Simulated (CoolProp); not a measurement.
Vapour-liquid equilibrium of CH2F2 (R32) (1) + R1234ze(E) (2) at 291.1 K; x and y are mole fractions of (1).

The numbers come from the multi-fluid Helmholtz-energy mixture model, Tillner-Roth 1997 and Thol 2016; pair parameters Bell 2023 in CoolProp.

| x | bubble pressure (MPa) | y at the bubble point | dew pressure at overall composition x (MPa) | liquid density (mol/L) |
|---|---|---|---|---|
| 0.05 | ? | 0.152 | 0.4174 | 10.63 |
| 0.125 | 0.5402 | 0.324 | 0.4455 | 11.01 |
| 0.2 | 0.6218 | 0.450 | 0.4773 | 11.41 |
| 0.275 | 0.7008 | 0.546 | 0.5137 | 11.85 |
| 0.35 | 0.7768 | 0.622 | 0.5555 | 12.32 |
| 0.425 | 0.8501 | 0.684 | 0.6042 | 12.83 |
| 0.5 | 0.9211 | 0.738 | 0.6612 | 13.39 |
| 0.575 | 0.9905 | 0.785 | ? | 14.01 |
| 0.65 | ? | 0.827 | 0.8086 | 14.68 |
| 0.725 | 1.128 | 0.867 | 0.9035 | ? |
| 0.8 | 1.198 | ? | 1.015 | 16.27 |
| 0.875 | 1.269 | ? | ? | 17.20 |
| 0.95 | ? | 0.977 | 1.287 | 18.25 |

Q: Some entries are withheld; supply them.

A: 
- 0.05, bubble pressure (MPa): 0.4567
- 0.575, dew pressure at overall composition x (MPa): 0.7286
- 0.65, bubble pressure (MPa): 1.059
- 0.725, liquid density (mol/L): 15.43
- 0.8, y at the bubble point: 0.905
- 0.875, y at the bubble point: 0.941
- 0.875, dew pressure at overall composition x (MPa): 1.143
- 0.95, bubble pressure (MPa): 1.343

No azeotrope shows between x = 0.05 and 0.95.

The pair parameters rest on a limited set of measurements; away from them the model extrapolates.
